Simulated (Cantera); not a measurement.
What does this Cantera script print?

```python
import numpy as np
import cantera as ct

gas_names = [...]  # 114 gases of nasa_gas.yaml made of C, Fe, H, O
cond_names = """
    C(gr) C6H6(L) C7H8(L) C8H18(L),n-octa Fe(a) Fe(c) Fe(d) Fe(L) FeC5O5(L) FeO(s) FeO(L) Fe(OH)2(s)
    Fe(OH)3(s) Fe2O3(s) Fe3O4(s) H2O(s) H2O(L)
""".split()


# ... load() reads the species with a 1 bar reference pressure and builds the phases ...
atoms = {
    'Fe(CO)5': {'Fe': 1, 'C': 5, 'O': 5},
    'O2': {'O': 2},
    'H2': {'H': 2},
}
top_T = {'C(gr)': 4500, 'Fe2O3(s)': 1830, 'Fe3O4(s)': 1870}  # K; cautious upper limits of use, not melting points


# ... equilibrate(T, P, feed) seeds the gas with the atoms and calls Mixture.equilibrate('TP', solver="vcs", rtol=1e-11, max_steps=5000) ...
results = []
feed = {'Fe(CO)5': 1, 'O2': 0.38, 'H2': 0.59}  # mol
P = 13332.2  # Pa
for T in [923, 973, 1023, 1073, 1123, 1173, 1223, 1273, 1323, 1373, 1423, 1473, 1523, 1573]:
    mix = equilibrate(T, P, feed)
    results.append((T, P, feed, dict(zip(mix.species_names, mix.species_moles))))

top = {s: max(r[3][s] / sum(r[3][g] for g in gas_names) for r in results) for s in gas_names}
cols = sorted((s for s in top if top[s] > 1e-06), key=lambda s: -top[s])[:8]
seen = [c for c in cond_names if any(r[3].get(c, 0) > 1e-12 for r in results)]
print("log10 of partial pressures in bar; condensed amounts in mol")
print(f"{'T/K':>10s}" + "".join(f"{s[:9]:>10s}" for s in cols + seen))
for T, P, feed, n in results:
    ng = sum(n[g] for g in gas_names)
    print(f"{T:10.4g}" + "".join(f"{np.log10(max(n[s] / ng * P / 1e5, 1e-99)):10.3f}" for s in cols)
          + "".join(f"{n.get(c, 0):10.4g}" for c in seen))
```

Output:

```
log10 of partial pressures in bar; condensed amounts in mol
       T/K        CO       CO2        H2       H2O       CH4         H        Fe     C(gr)     Fe(a)     Fe(c)
       923    -1.037    -1.576    -1.883    -2.731    -4.399   -10.553   -15.611     0.354         1         0
       973    -0.990    -1.774    -1.895    -2.886    -4.885    -9.913   -14.420         0         1         0
      1023    -0.989    -1.780    -1.902    -2.810    -5.573    -9.334   -13.348         0         1         0
      1073    -0.987    -1.787    -1.911    -2.745    -6.199    -8.809   -12.382         0         1         0
      1123    -0.986    -1.794    -1.920    -2.689    -6.771    -8.331   -11.507         0         1         0
      1173    -0.985    -1.800    -1.929    -2.639    -7.294    -7.893   -10.707         0         1         0
      1223    -0.984    -1.807    -1.938    -2.596    -7.774    -7.491    -9.976         0         0         1
      1273    -0.983    -1.814    -1.947    -2.558    -8.217    -7.120    -9.303         0         0         1
      1323    -0.982    -1.820    -1.955    -2.524    -8.627    -6.777    -8.682         0         0         1
      1373    -0.982    -1.826    -1.964    -2.495    -9.006    -6.459    -8.108         0         0         1
      1423    -0.981    -1.832    -1.972    -2.468    -9.358    -6.164    -7.574         0         0         1
      1473    -0.980    -1.838    -1.980    -2.444    -9.687    -5.888    -7.078         0         0         1
      1523    -0.979    -1.843    -1.987    -2.423    -9.993    -5.630    -6.615         0         0         1
      1573    -0.979    -1.848    -1.995    -2.403   -10.279    -5.388    -6.182         0         0         1
```

Equilibrium computed with Cantera from the NASA thermochemical tables; the gas is ideal and each condensed phase is pure. Condensed phases not in the tables: cementite and carbon dissolved in iron.
